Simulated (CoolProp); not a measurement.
C3F8 (R218) along the isobar 1800 kPa: density (kg/m³) from the reference equation and from simpler models built on Tc = 71.9 °C, pc = 2640 kPa, ω = 0.317; each cubic takes its own stable root.

Values from CoolProp's reference Helmholtz-energy equation of state, Lemmon 2006. It is a short technical equation, of lower accuracy than the large ones.

| T (°C) | phase | reference |
|---|---|---|
| -108.65 | liquid | 1874 |
| -69.25 | liquid | 1738 |
| -29.95 | liquid | 1593 |
| 9.45 | liquid | 1422 |
| 48.75 | liquid | 1166 |
| 88.15 | gas | 146.4 |
| 127.45 | gas | 118.6 |
| 166.85 | gas | 102.1 |

**Question.** How far does each simpler model (van der Waals, Redlich-Kwong, Soave-Redlich-Kwong, Peng-Robinson) lie from the reference over these 8 states: mean and median of the absolute difference, and the worst?

**Answer.** 
- van der Waals: mean 29.9 %, median 37.1 %, worst -83.6 % at 48.75 °C and 1800 kPa
- Redlich-Kwong: mean 7.9 %, median 8.4 %, worst -19.7 % at 48.75 °C and 1800 kPa
- Soave-Redlich-Kwong: mean 4.7 %, median 5.0 %, worst -13.7 % at 48.75 °C and 1800 kPa
- Peng-Robinson: mean 4.2 %, median 3.9 %, worst +7.4 % at -29.95 °C and 1800 kPa

At some of these states van der Waals gives the other phase, because its saturation line lies elsewhere.
